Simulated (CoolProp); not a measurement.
Saturation properties of n-perfluorohexane (Tc = 448.0 K, pc = 1742 kPa, ω = 0.497).

Model: reference Helmholtz-energy equation of state, Gao 2022, in CoolProp.

```
T (K)  p (kPa)  liquid density (kg/m³)  vapour density (kg/m³)  enthalpy of vaporisation (kJ/kg)  liquid cp (kJ/(kg K))
-----  -------  ----------------------  ----------------------  --------------------------------  ---------------------
348.3    179.6                    1519                   23.17                             79.11                  1.129
355.3    220.1                    1494                   28.31                             76.89                  1.141
362.2    266.5                    1469                   34.28                             74.60                  1.154
369.1    320.1                    1442                   41.28                             72.19                  1.168
376      381.4                    1414                   49.47                             69.66                  1.183
382.9    451.4                    1385                   59.08                             66.98                  1.200
389.9    531.9                    1353                   70.56                             64.08                  1.219
396.8    621.6                    1319                   83.96                             61.01                  1.241
403.7    722.5                    1282                   99.95                             57.66                  1.267
```

It boils at 330.3 K under 1 atm.
